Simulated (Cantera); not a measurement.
Feed: 1 mol BCl₃, 1 mol O₂, 19 mol N₂, equilibrated at 2127 °C and 200 Pa.

Method: chemical equilibrium by Gibbs-energy minimisation in Cantera with the NASA 1993 tables (ideal gas, pure condensed phases). Candidate condensed phases: B, BN, B₂O₃; 25 gas species. The tables' values for BOCl are old estimates; treat these amounts as uncertain. The numbers say what is thermodynamically allowed, not how fast it happens.

Base state: N₂ 0.817, Cl 0.128, BO 0.0144, BO₂ 0.0136, O 0.0122, B₂O₃ 0.00677, O₂ 0.00395, NO 0.00267 (mole fractions); condensed: gas only.

What changes in the equilibrium state with this change: O₂ from 1 to 0.8 mol?


```csv
species,before,after
N₂,0.817,0.825
Cl,0.128,0.128
BO,0.0144,0.0191
O,0.0122,0.00649
BO₂,0.0136,0.00959
O₂,0.00395,0.00112
NO,0.00267,0.00143
```

What changes in the equilibrium state with this change: N₂ from 19 to 0.39 mol?


```json
[
 {"species": "Cl", "before": "0.128", "after": "0.674"},
 {"species": "N₂", "before": "0.817", "after": "0.0883"},
 {"species": "BO₂", "before": "0.0136", "after": "0.0683"},
 {"species": "BOCl", "before": "0.00153", "after": "0.0143"},
 {"species": "B₂O₃", "before": "0.00677", "after": "0.0605"},
 {"species": "O₂", "before": "0.00395", "after": "0.0317"},
 {"species": "O", "before": "0.0122", "after": "0.0346"},
 {"species": "BO", "before": "0.0144", "after": "0.0256"},
 {"species": "Cl₂", "before": "4.65e-6", "after": "0.000129"},
 {"species": "ClO", "before": "4.20e-6", "after": "6.29e-5"},
 {"species": "B₂O₂", "before": "2.51e-5", "after": "7.93e-5"},
 {"species": "NO", "before": "0.00267", "after": "0.00249"}
]
```
